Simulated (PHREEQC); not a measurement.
Make-up at 16 °C: 0.058 mol/kgw AgNO3, 7.5e-05 mol/kgw NaNO3 and 0.0041 mol/kgw Cu(NO3)2. Closed to the air; pH follows from the charge balance.

Model: ion-association model, wateq4f.dat, run in PHREEQC.

No solid was allowed to form.

What pH does the model give?

pH 5.12.

In which forms is N present?

NO3- 98 %, AgNO3 1.8 % of the N.

Species that the database lacks are ignored.
